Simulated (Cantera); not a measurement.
**Ignition delay**

Mixture: CH4 : O2 : N2 = 1 : 2 : 7.52 (molar parts), equivalence ratio 1.0, at 7500 Torr, adiabatic and at constant volume. Ignition delay is the time to a rise of 400 K.

Computed with Cantera and GRI-Mech 3.0 (53 species, 325 reactions).

```json
[
 {"T0 (K)": "1275", "delay (ms)": "1.84"},
 {"T0 (K)": "1350", "delay (ms)": "0.797"},
 {"T0 (K)": "1425", "delay (ms)": "0.364"},
 {"T0 (K)": "1500", "delay (ms)": "0.174"},
 {"T0 (K)": "1575", "delay (ms)": "0.0873"},
 {"T0 (K)": "1650", "delay (ms)": "0.0459"},
 {"T0 (K)": "1725", "delay (ms)": "0.0254"},
 {"T0 (K)": "1800", "delay (ms)": "0.0148"},
 {"T0 (K)": "1875", "delay (ms)": "0.00902"},
 {"T0 (K)": "1950", "delay (ms)": "0.00578"}
]
```

The apparent activation energy between 1800 and 1950 K comes out as 180 kJ/mol.
